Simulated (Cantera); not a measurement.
Charge: 1 mol Si3H8, 2 mol HCl, 15 mol H2, equilibrated at 0.340 bar.

Cantera equilibrium calculation (NASA polynomials, part measured and part estimated; ideal gas, pure solids and liquids). Candidate condensed phases: Si; 19 gas species. The feed counts by its element totals alone. The tables' values for SiCl3 are old estimates; treat these amounts as uncertain. Kinetics and transport are ignored. All values below are at 702 °C.

Base state: H2 0.967, SiCl4 0.0142, SiHCl3 0.0102, HCl 0.00770, SiH2Cl2 0.000768, SiCl3 0.000223, SiCl2 9.89e-5, SiH3Cl 1.46e-5 (mole fractions); condensed: Si(s).

Task: What changes in the equilibrium state with this change: HCl from 2 to 0.63 mol?

Result: 
| species | before | after |
|---|---|---|
| H2 | 0.967 | 0.987 |
| HCl | 0.00770 | 0.00553 |
| SiHCl3 | 0.0102 | 0.00371 |
| SiCl4 | 0.0142 | 0.00364 |
| SiCl3 | 0.000223 | 8.01e-5 |
| SiCl2 | 9.89e-5 | 5.00e-5 |
| Si(s), mol | 2.48 | 2.85 |
